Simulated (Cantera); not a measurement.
Charge: 1 mol SiH₂Cl₂, 0.14 mol Cl₂, a varied amount of H₂, 1.4 mol HCl, at 1348 K and 10.0 Torr.

Equilibrium computed with Cantera from the NASA thermochemical tables; the gas is ideal and each condensed phase is pure. Candidate condensed phases: Si; 19 gas species. The tables' values for SiCl₃ are old estimates; treat these amounts as uncertain. Equilibrium is a limit: real reactors are often held back by kinetics, nucleation or transport.

log p: log10 of the partial pressure in bar; n: condensed amount in mol.

```
n(H₂) (mol)  log p H₂  log p HCl  log p SiCl₂  log p SiCl₃  log p SiCl₄  log p SiHCl₃  n Si(s)
-----------  --------  ---------  -----------  -----------  -----------  ------------  -------
6.8             -1.99      -2.72        -3.00        -3.85            ?         -4.52   0.0281
9.3             -1.97      -2.77        -3.11        -4.02            ?         -4.68   0.0911
13              -1.95      -2.82        -3.25        -4.22            ?         -4.87    0.170
17              -1.94      -2.88        -3.37        -4.41            ?         -5.05    0.241
24              -1.92      -2.96        -3.54        -4.67            ?         -5.31    0.339
33              -1.91      -3.04        -3.72        -4.94            ?         -5.57    0.432
45              -1.90      -3.13        -3.91        -5.22            ?         -5.85    0.521
61              -1.90      -3.23        -4.11        -5.52            ?         -6.14    0.603
83              -1.89      -3.33        -4.32        -5.84            ?         -6.46    0.678
110             -1.89      -3.43        -4.53        -6.14            ?         -6.76    0.739
160             -1.88      -3.57        -4.81        -6.57            ?         -7.19    0.806
210             -1.88      -3.68        -5.02        -6.89            ?         -7.50    0.845
290             -1.88      -3.81        -5.28        -7.28            ?         -7.89    0.883
```

Problem. Fill in the missing entries.

Solution. 
- 6.8, log p SiCl₄: -4.00
- 9.3, log p SiCl₄: -4.23
- 13, log p SiCl₄: -4.50
- 17, log p SiCl₄: -4.74
- 24, log p SiCl₄: -5.09
- 33, log p SiCl₄: -5.45
- 45, log p SiCl₄: -5.83
- 61, log p SiCl₄: -6.23
- 83, log p SiCl₄: -6.65
- 110, log p SiCl₄: -7.06
- 160, log p SiCl₄: -7.63
- 210, log p SiCl₄: -8.05
- 290, log p SiCl₄: -8.57
